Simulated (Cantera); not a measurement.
## Hydrocarbon pyrolysis for carbon deposition

An isothermal, constant-pressure homogeneous reactor starts with 47.5 % CH4, 52.3 % H2, 0.147 % N2, at 1850 K and 0.296 atm.

Model: GRI-Mech 3.0 (53 species, 325 reactions), integrated in Cantera. GRI-Mech 3.0 stops at C3 and has no aromatics, soot or wall deposition, so with more carbon than oxygen in the feed, carbon stays in small species such as C2H2 where larger ones or solid carbon would form.

```csv
t (s),x CH4,x H2,x C2H2,x C2H4,x CH3
2.00e-5,0.474,0.523,4.09e-8,7.26e-6,0.000951
5.49e-5,0.472,0.524,3.74e-6,0.000151,0.00247
0.000151,0.461,0.529,0.000300,0.00228,0.00536
0.000413,0.412,0.559,0.00873,0.0111,0.00671
0.00113,0.307,0.630,0.0465,0.00964,0.00513
0.00311,0.182,0.714,0.0948,0.00363,0.00321
0.00854,0.0851,0.780,0.130,0.00125,0.00162
0.0234,0.0330,0.815,0.149,0.000724,0.000676
0.0643,0.0120,0.829,0.156,0.000661,0.000257
0.176,0.00513,0.833,0.159,0.000660,0.000111
0.484,0.00372,0.834,0.159,0.000661,8.09e-5
1.33,0.00367,0.834,0.159,0.000661,7.98e-5
3.64,0.00367,0.834,0.159,0.000661,7.98e-5
10.0,0.00367,0.834,0.159,0.000661,7.98e-5
```
x: mole fraction; the columns are a selection and need not sum to one.

Equilibrium at this temperature and pressure: CH4 0.00366, H2 0.834, C2H2 0.158, C2H4 0.000657, CH3 7.96e-5 (gas phase only).
